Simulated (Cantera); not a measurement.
A perfectly stirred reactor is fed with CH4 : C2H6 : O2 : N2 = 1 : 0.11 : 3.79 : 14.2 (molar parts), at 480000 Pa; it is adiabatic with a 598 K inlet, and is followed from long to short residence time, starting on the burning branch (τ in s: 0.36, 0.12, 0.043, 0.015, 0.0052, 0.0018, 0.00063, 0.00022, 7.6e-05, 2.6e-05).

Detailed kinetics in Cantera: GRI-Mech 3.0 (53 species, 325 reactions).

Problem. What does this change do: inlet temperature 598 to 725 K?

Solution. 
```csv
quantity,before,after
"blow-out, bracketed by the residence times tried","burning at 76.0 µs, out at 26.0 µs","burning at 76.0 µs, out at 26.0 µs"
x(CH4) at τ = 0.360 s,6.79e-7,3.80e-7
x(C2H6) at τ = 0.360 s,1.26e-8,6.63e-9
x(O2) at τ = 0.360 s,0.0729,0.0722
x(HO2) at τ = 0.360 s,1.81e-6,2.60e-6
x(H2O2) at τ = 0.360 s,1.18e-7,1.59e-7
x(CH4) at τ = 1.80 ms,4.94e-5,3.63e-5
x(C2H6) at τ = 1.80 ms,1.27e-6,8.48e-7
x(O2) at τ = 1.80 ms,0.0737,0.0734
x(HO2) at τ = 1.80 ms,7.50e-6,6.16e-6
x(H2O2) at τ = 1.80 ms,3.30e-7,2.91e-7
```

Problem. What does this change do: 1.1 parts H2 added?

Solution. 
| quantity | before | after |
|---|---|---|
| blow-out, bracketed by the residence times tried | burning at 76.0 µs, out at 26.0 µs | burning at 26.0 µs, the shortest tried |
| x(CH4) at τ = 0.360 s | 6.79e-7 | 1.62e-7 |
| x(C2H6) at τ = 0.360 s | 1.26e-8 | 2.39e-9 |
| x(O2) at τ = 0.360 s | 0.0729 | 0.0410 |
| x(HO2) at τ = 0.360 s | 1.81e-6 | 3.58e-6 |
| x(H2O2) at τ = 0.360 s | 1.18e-7 | 2.72e-7 |
| x(CH4) at τ = 1.80 ms | 4.94e-5 | 2.01e-5 |
| x(C2H6) at τ = 1.80 ms | 1.27e-6 | 3.83e-7 |
| x(O2) at τ = 1.80 ms | 0.0737 | 0.0436 |
| x(HO2) at τ = 1.80 ms | 7.50e-6 | 5.71e-6 |
| x(H2O2) at τ = 1.80 ms | 3.30e-7 | 3.59e-7 |
